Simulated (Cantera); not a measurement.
Input (Python, Cantera) and output of one run.

```python
import numpy as np
import cantera as ct

gas_names = """
    Fe FeO Fe(OH)2 H HO2 H2 H2O H2O2 O OH O2 O3
""".split()
cond_names = """
    Fe(a) Fe(c) Fe(d) Fe(L) FeO(s) FeO(L) Fe(OH)2(s) Fe(OH)3(s) Fe2O3(s) Fe3O4(s) H2O(s) H2O(L)
""".split()


# ... load() reads the species with a 1 bar reference pressure and builds the phases ...
atoms = {
    'Fe2O3': {'Fe': 2, 'O': 3},
    'H2': {'H': 2},
    'H2O': {'H': 2, 'O': 1},
}
top_T = {'Fe2O3(s)': 1830, 'Fe3O4(s)': 1870}  # K; cautious upper limits of use, not melting points


# ... equilibrate(T, P, feed) seeds the gas with the atoms and calls Mixture.equilibrate('TP', solver="vcs", rtol=1e-11, max_steps=5000) ...
results = []
feed = {'Fe2O3': 1, 'H2': 19, 'H2O': 0.068}  # mol
T = 1548  # K
P = 13332.2  # Pa
mix = equilibrate(T, P, feed)
results.append((T, P, feed, dict(zip(mix.species_names, mix.species_moles))))
print(gas.report(threshold=0.0001))
for i in range(1, mix.n_phases):
    print(f"{mix.phase(i).name:16s} {mix.phase_moles(i):12.5e} mol")
```

It prints:

```
       temperature   1548 K
          pressure   13332 Pa
           density   0.0047548 kg/m^3
  mean mol. weight   4.5903 kg/kmol
   phase of matter   gas

                          1 kg             1 kmol
                     ---------------   ---------------
          enthalpy        2.2524e+05        1.0339e+06  J
   internal energy       -2.5787e+06       -1.1837e+07  J
           entropy             46178        2.1197e+05  J/K
    Gibbs function       -7.1258e+07        -3.271e+08  J
 heat capacity c_p              7626             35005  J/K
 heat capacity c_v            5814.7             26691  J/K

                      mass frac. Y      mole frac. X     chem. pot. / RT
                     ---------------   ---------------   ---------------
                H2           0.36849           0.83903           -20.886
               H2O           0.63142           0.16089           -49.036
     [  +10 minor]         8.904e-05        8.2474e-05

Fe(c)             1.99991e+00 mol
FeO(s)            0.00000e+00 mol
Fe2O3(s)          0.00000e+00 mol
Fe3O4(s)          0.00000e+00 mol
```

Cantera equilibrium calculation (NASA polynomials, part measured and part estimated; ideal gas, pure solids and liquids).
